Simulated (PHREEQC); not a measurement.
## Acid mine or pickling water (model solution)

A made-up water analysis in mg/L, 83 °C, pH 2.13, pe 8.3: Na 174; K 101; Ca 612; Mg 79.6; Cl 168; S(6) as SO4 2790; Fe(3) 1.97; Al 0.977; Cd 8.55; B 0.557; Cu(2) 9.13.

Cl is adjusted to close the charge balance.
Valence states are taken as typed.

All values are PHREEQC results (ion-association model, wateq4f.dat), not measurements.

Each row changes one thing in this solution. Precipitation was switched off in this run.

```
case                                               ionic strength (mol/kgw)  HSO4- (mol/kgw)  Ca+2 (mol/kgw)  SO4-2 (mol/kgw)  Mg+2 (mol/kgw)  Cu+2 (mol/kgw)  SI of Gypsum (CaSO4:2H2O)  SI of Jarosite-K (KFe3(SO4)2(OH)6)
-------------------------------------------------  ------------------------  ---------------  --------------  ---------------  --------------  --------------  -------------------------  ----------------------------------
as made                                                              0.0645           0.0136          0.0104          0.00852         0.00156         9.38e-5                      -0.11                               -2.27
Ca from 612 to 1840 mg/L                                              0.146              [?]          0.0368          0.00802         0.00205         7.64e-5                      +0.17                               -2.60
Cu(2) from 9.13 to 4.57 mg/L                                         0.0643           0.0136          0.0104          0.00852         0.00156         4.70e-5                      -0.11                               -2.27
temperature from 83 to 25 °C at the same typed pH                    0.0700          0.00592         0.00966              [?]         0.00196         9.08e-5                      +0.02                               -4.60
```

Problem. Some entries are withheld; supply them.

Solution. 
- Ca from 612 to 1840 mg/L, HSO4- (mol/kgw): 0.0103
- temperature from 83 to 25 °C at the same typed pH, SO4-2 (mol/kgw): 0.0157

Some of these states are supersaturated (in Hematite (slow to form), Goethite (slow to form), Gypsum, for instance). At this temperature some constants are extrapolated from 25 °C, and those without enthalpy data are left unchanged.
